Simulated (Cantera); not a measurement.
A closed system holds: 1 mol CH3F, at 89.0 Pa.

Method: chemical equilibrium by Gibbs-energy minimisation in Cantera with the NASA 1993 tables (ideal gas, pure condensed phases). Candidate condensed phases: C, C6H6, C7H8, C8H18; 95 gas species. Equilibrium is a limit: real reactors are often held back by kinetics, nucleation or transport.

x: gas mole fraction; nothing condenses.

```json
[
 {"T (°C)": "2602", "x H": "0.567", "x HF": "0.265", "x F": "0.0287", "x C": "0.0161", "x C3": "0.0821", "x H2": "0.0255", "x C2": "0.00830"},
 {"T (°C)": "2652", "x H": "0.578", "x HF": "0.246", "x F": "0.0400", "x C": "0.0218", "x C3": "0.0777", "x H2": "0.0192", "x C2": "0.00978"},
 {"T (°C)": "2702", "x H": "0.588", "x HF": "0.223", "x F": "0.0539", "x C": "0.0290", "x C3": "0.0724", "x H2": "0.0144", "x C2": "0.0113"},
 {"T (°C)": "2752", "x H": "0.597", "x HF": "0.198", "x F": "0.0702", "x C": "0.0379", "x C3": "0.0661", "x H2": "0.0109", "x C2": "0.0129"},
 {"T (°C)": "2802", "x H": "0.603", "x HF": "?", "x F": "?", "x C": "?", "x C3": "?", "x H2": "?", "x C2": "?"},
 {"T (°C)": "2852", "x H": "0.609", "x HF": "0.144", "x F": "0.106", "x C": "0.0614", "x C3": "0.0512", "x H2": "0.00632", "x C2": "0.0155"},
 {"T (°C)": "2902", "x H": "0.612", "x HF": "0.117", "x F": "0.124", "x C": "0.0759", "x C3": "0.0431", "x H2": "0.00484", "x C2": "0.0164"},
 {"T (°C)": "2952", "x H": "0.613", "x HF": "0.0932", "x F": "0.140", "x C": "0.0920", "x C3": "0.0350", "x H2": "0.00371", "x C2": "0.0168"},
 {"T (°C)": "3002", "x H": "0.613", "x HF": "0.0726", "x F": "0.153", "x C": "0.109", "x C3": "0.0272", "x H2": "0.00285", "x C2": "0.0167"},
 {"T (°C)": "3052", "x H": "0.611", "x HF": "0.0557", "x F": "0.163", "x C": "0.126", "x C3": "0.0200", "x H2": "0.00220", "x C2": "0.0159"},
 {"T (°C)": "3102", "x H": "0.609", "x HF": "0.0424", "x F": "0.172", "x C": "0.142", "x C3": "0.0140", "x H2": "0.00170", "x C2": "0.0146"},
 {"T (°C)": "3152", "x H": "0.606", "x HF": "?", "x F": "0.178", "x C": "0.156", "x C3": "?", "x H2": "?", "x C2": "?"},
 {"T (°C)": "3202", "x H": "0.604", "x HF": "0.0243", "x F": "0.183", "x C": "0.168", "x C3": "0.00582", "x H2": "0.00104", "x C2": "0.0108"}
]
```

**Question.** Complete the blanks.

**Answer.** 
- 2802, x HF: 0.171
- 2802, x F: 0.0881
- 2802, x C: 0.0486
- 2802, x C3: 0.0590
- 2802, x H2: 0.00829
- 2802, x C2: 0.0143
- 3152, x HF: 0.0321
- 3152, x C3: 0.00926
- 3152, x H2: 0.00133
- 3152, x C2: 0.0128
